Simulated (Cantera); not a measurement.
Input: 1 mol C6H6, 3.8 mol H2O, 0.56 mol H2, 0.19 mol O2, at 1527 °C and 4350 Torr.

Method: chemical equilibrium by Gibbs-energy minimisation in Cantera with the NASA 1993 tables (ideal gas, pure condensed phases). Candidate condensed phases: C, C6H6, C7H8, C8H18, H2O; 110 gas species. Rates play no part.

Base state: H2 0.635, CO 0.363, CH4 0.00180, H2O 0.000381, H 0.000118, C2H2 (acetylene) 0.000111, CO2 5.69e-5 (mole fractions); condensed: C(graphite).

What changes in the equilibrium state with this change: pressure from 4350 Torr to 173 Torr?


| species | before | after |
|---|---|---|
| H2 | 0.635 | 0.637 |
| CO | 0.363 | 0.362 |
| H | 0.000118 | 0.000596 |
| CH4 | 0.00180 | 7.18e-5 |
| CO2 | 5.69e-5 | 2.25e-6 |
| H2O | 0.000381 | 1.51e-5 |
| C(graphite), mol | 1.80 | 1.82 |
